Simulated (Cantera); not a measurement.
Input: 1 mol Fe(CO)₅, 0.32 mol CO, a varied amount of H₂, at 727 °C and 1.33 mbar.

Equilibrium computed with Cantera from the NASA thermochemical tables; the gas is ideal and each condensed phase is pure. Candidate condensed phases: C, C₆H₆, C₇H₈, C₈H₁₈, Fe, Fe(CO)₅, FeO, Fe(OH)₂, Fe(OH)₃, Fe₂O₃, Fe₃O₄, H₂O; 114 gas species. Condensed phases not in the tables: cementite and carbon dissolved in iron. Kinetics and transport are ignored.

log p: log10 of the partial pressure in bar; n: condensed amount in mol.

```
n(H₂) (mol)  log p H₂  log p CO  log p CO₂  log p H₂O  n C(graphite)  n Fe(α)
-----------  --------  --------  ---------  ---------  -------------  -------
0.84            -3.74     -2.94      -6.12      -7.08        0.00383     1.00
1.4             -3.56     -2.98      -6.20      -6.94        0.00373     1.00
2.3             -3.40     -3.03      -6.31      -6.83        0.00356     1.00
3.7             -3.26     -3.10      -6.46      -6.77        0.00332     1.00
6.2             -3.14     -3.21      -6.67      -6.76              ?     1.00
10              -3.06     -3.33      -6.92      -6.80              ?     1.00
17              -2.99     -3.50      -7.24      -6.89              ?     1.00
27              -2.95     -3.66      -7.56      -7.02              0     1.00
45              -2.92     -3.85      -7.83      -7.06              0     1.00
```

Question: Some entries are withheld; supply them.

Answer: 
- 6.2, n C(graphite): 0.00294
- 10, n C(graphite): 0.00239
- 17, n C(graphite): 0.00144
